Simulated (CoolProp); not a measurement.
Octamethylcyclotetrasiloxane (D4) along the isotherm 346.85 °C: Z from the reference equation and from simpler models built on Tc = 313.4 °C, pc = 1.347 MPa, ω = 0.598; each cubic takes its own stable root.

Values from CoolProp's reference Helmholtz-energy equation of state, Thol 2015.

| p (MPa) | phase | reference | van der Waals | Redlich-Kwong | Soave-Redlich-Kwong | Peng-Robinson |
|---|---|---|---|---|---|---|
| 0.0107 | gas | 0.9977 | 0.9979 | 0.9977 | 0.9978 | 0.9975 |
| 0.0242 | gas | 0.9949 | 0.9953 | 0.9948 | 0.9951 | 0.9944 |
| 0.0552 | gas | 0.9883 | 0.9893 | 0.9880 | 0.9888 | 0.9873 |
| 0.126 | gas | 0.9730 | 0.9753 | 0.9724 | 0.9742 | 0.9709 |
| 0.286 | gas | 0.9374 | 0.9423 | 0.9361 | 0.9404 | [?] |
| 0.65 | gas | 0.8499 | 0.8591 | 0.8464 | 0.8581 | 0.8418 |
| 1.48 | supercritical | 0.5997 | [?] | [?] | 0.6245 | 0.5942 |
| 3.37 | supercritical | 0.4011 | [?] | 0.4359 | 0.4663 | [?] |

Task: What belongs in the gaps?

Result: 
- 0.286, Peng-Robinson: 0.9329
- 1.48, van der Waals: 0.5638
- 1.48, Redlich-Kwong: 0.5663
- 3.37, van der Waals: 0.5152
- 3.37, Peng-Robinson: 0.4250
